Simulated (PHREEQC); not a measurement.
1 kg of water holding 0.3 mol KCl, 0.0038 mol KHCO3, 0.021 mol K2CO3 and 0.002 mol K2SO4 is evaporated at 5 °C; the solids stay in contact with the brine. The system is closed to CO2. Solids allowed: Arcanite, Kalicinite, Misenite, Sylvite. Others were left out.

The numbers come from PHREEQC with the Pitzer model, pitzer.dat.

```
water left (kg)  ionic strength  water activity  Sylvite (mol)  Arcanite (mol)
---------------  --------------  --------------  -------------  --------------
1                         0.373           0.989              0               0
0.6755                    0.552           0.984              0               0
0.4563                    0.817           0.977              0               0
0.375                     0.994           0.972              0               0
0.2533                     1.47           0.959              0               0
0.1711                     2.18           0.939              0               0
0.1156                     3.22           0.910              0               0
0.07809                    4.54           0.872         0.0184               0
0.06418                    4.69           0.871         0.0719               0
0.04335                    5.09           0.867          0.152               0
0.0293                     5.66           0.861          0.206        0.000423
0.01979                    6.46           0.852          0.242         0.00107
0.01337                    7.68           0.836          0.266         0.00149
0.011                      8.52           0.824          0.274         0.00163
0.007429                   10.8           0.788          0.287         0.00182
0.005015                   14.5           0.722          0.294         0.00193
```

Sylvite from water left = 0.07809 kg (pH 10.45); Arcanite from water left = 0.0293 kg (pH 10.54).

At this temperature some constants are extrapolated from 25 °C, and those without enthalpy data are left unchanged.
